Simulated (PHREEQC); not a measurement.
Dissolve 0.0035 mol/kgw ZnCl2 at 25 °C. Closed to the air; pH follows from the charge balance.

Computed with PHREEQC (ion-association model, phreeqc.dat).

This is a speciation only: nothing precipitates in the calculation.

Estimate the pH, specific conductance.

pH 5.76; specific conductance 815 µS/cm.

In which forms is Zn present?

Zn+2 99 %, ZnCl+ 1.2 % of the Zn.

Complexes and solids missing from the database can't appear.
